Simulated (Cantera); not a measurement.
An adiabatic, constant-volume homogeneous reactor starts with CH4 : O2 : N2 = 1 : 1.25 : 11.8 (molar parts), at 1050 K and 1650 Torr. Integrator tolerance rtol = 1e-08.

Cantera simulation using GRI-Mech 3.0 (53 species, 325 reactions); the numbers are that mechanism's predictions, not measurements.

What does this change do: N2 11.8 to 6.4 parts?


```tsv
quantity	before	after
temperature at 0.600 s	1107 K	2499 K
equilibrium temperature	2043 K	2499 K
x(CH4) at 0.600 s	0.0647 (gas-phase equilibrium 6.01e-11)	2.81e-11 (gas-phase equilibrium 3.17e-11)
x(O2) at 0.600 s	0.0835 (gas-phase equilibrium 9.49e-8)	1.94e-5 (gas-phase equilibrium 1.94e-5)
x(C2H2) at 0.600 s	5.47e-7 (gas-phase equilibrium <1e-12)	<1e-12 (gas-phase equilibrium <1e-12)
x(CH2) at 0.600 s	2.52e-11 (gas-phase equilibrium <1e-12)	1.22e-12 (gas-phase equilibrium 1.34e-12)
x(H2) at 0.600 s	0.00188 (gas-phase equilibrium 0.0511)	0.0760 (gas-phase equilibrium 0.0760)
time of steepest temperature rise	not reached	0.338 s
```

What does this change do: constant pressure in place of constant volume?


```csv
quantity,before,after
temperature at 0.600 s,1107 K,1080 K
equilibrium temperature,2043 K,1813 K
x(CH4) at 0.600 s,0.0647 (gas-phase equilibrium 6.01e-11),0.0665 (gas-phase equilibrium 8.20e-11)
x(O2) at 0.600 s,0.0835 (gas-phase equilibrium 9.49e-8),0.0852 (gas-phase equilibrium 4.10e-9)
x(C2H2) at 0.600 s,5.47e-7 (gas-phase equilibrium <1e-12),2.47e-7 (gas-phase equilibrium <1e-12)
x(CH2) at 0.600 s,2.52e-11 (gas-phase equilibrium <1e-12),7.49e-12 (gas-phase equilibrium <1e-12)
x(H2) at 0.600 s,0.00188 (gas-phase equilibrium 0.0511),0.00123 (gas-phase equilibrium 0.0530)
```

What does this change do: N2 11.8 to 6 parts?


```csv
quantity,before,after
temperature at 0.600 s,1107 K,2546 K
equilibrium temperature,2043 K,2546 K
x(CH4) at 0.600 s,0.0647 (gas-phase equilibrium 6.01e-11),2.74e-11 (gas-phase equilibrium 3.09e-11)
x(O2) at 0.600 s,0.0835 (gas-phase equilibrium 9.49e-8),3.00e-5 (gas-phase equilibrium 3.00e-5)
x(C2H2) at 0.600 s,5.47e-7 (gas-phase equilibrium <1e-12),<1e-12 (gas-phase equilibrium <1e-12)
x(CH2) at 0.600 s,2.52e-11 (gas-phase equilibrium <1e-12),1.70e-12 (gas-phase equilibrium 1.86e-12)
x(H2) at 0.600 s,0.00188 (gas-phase equilibrium 0.0511),0.0790 (gas-phase equilibrium 0.0790)
time of steepest temperature rise,not reached,0.319 s
```
